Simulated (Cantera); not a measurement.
An adiabatic, constant-volume homogeneous reactor starts with CH4 : H2 : O2 : N2 : H2O = 1 : 0.09 : 3.47 : 13 : 0.89 (molar parts), at 1750 K and 1.00 bar. Integrator tolerance rtol = 1e-08.

Computed with Cantera and GRI-Mech 3.0 (53 species, 325 reactions).

**Question.** What does this change do: pressure from 1.00 bar to 8.70 bar?

**Answer.** 
```json
[
 {"quantity": "time of steepest temperature rise", "before": "0.116 ms", "after": "18.5 µs"},
 {"quantity": "temperature at 0.400 s", "before": "2722 K", "after": "2849 K"},
 {"quantity": "equilibrium temperature", "before": "2722 K", "after": "2849 K"},
 {"quantity": "x(CH4) at 0.400 s", "before": "<1e-12 (gas-phase equilibrium <1e-12)", "after": "<1e-12 (gas-phase equilibrium <1e-12)"},
 {"quantity": "x(H2) at 0.400 s", "before": "0.00677 (gas-phase equilibrium 0.00677)", "after": "0.00396 (gas-phase equilibrium 0.00396)"},
 {"quantity": "x(O2) at 0.400 s", "before": "0.0683 (gas-phase equilibrium 0.0683)", "after": "0.0660 (gas-phase equilibrium 0.0660)"},
 {"quantity": "x(CH3) at 0.400 s", "before": "<1e-12 (gas-phase equilibrium <1e-12)", "after": "<1e-12 (gas-phase equilibrium <1e-12)"},
 {"quantity": "x(H2O2) at 0.400 s", "before": "4.99e-7 (gas-phase equilibrium 4.99e-7)", "after": "1.94e-6 (gas-phase equilibrium 1.94e-6)"},
 {"quantity": "x(H) at 0.400 s", "before": "0.00407 (gas-phase equilibrium 0.00407)", "after": "0.00162 (gas-phase equilibrium 0.00162)"},
 {"quantity": "x(CH2) at 0.400 s", "before": "<1e-12 (gas-phase equilibrium <1e-12)", "after": "<1e-12 (gas-phase equilibrium <1e-12)"}
]
```
